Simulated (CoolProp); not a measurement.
Saturation properties of p-xylene.

Model: reference Helmholtz-energy equation of state, Zhou 2012, in CoolProp.

```
T (K)  p (MPa)  liquid cp (kJ/(kg K))  vapour Z  liquid viscosity (µPa s)
-----  -------  ---------------------  --------  ------------------------
435     0.1828                  2.203    0.9296                       187
437.1   0.1920                  2.211    0.9272                       184
439.1   0.2010                  2.219    0.9249                       181
441.1   0.2105                  2.227    0.9226                       179
443.2   0.2207                  2.235    0.9200                       176
445.2   0.2308                  2.243    0.9176                       174
447.2   0.2413                  2.251    0.9151                       171
449.2   0.2521                  2.259    0.9125                       169
451.3   0.2639                  2.268    0.9098                       167
453.3   0.2755                  2.276    0.9071                       164
455.3   0.2875                  2.284    0.9044                       162
457.3   0.2999                  2.292    0.9016                       160
459.4   0.3133                  2.301    0.8987                       158
461.4   0.3265                  2.309    0.8958                       155
463.4   0.3402                  2.317    0.8928                       153
```

It boils at 411.5 K under 1 atm.

Viscosity comes from a separate model (Balogun 2015).
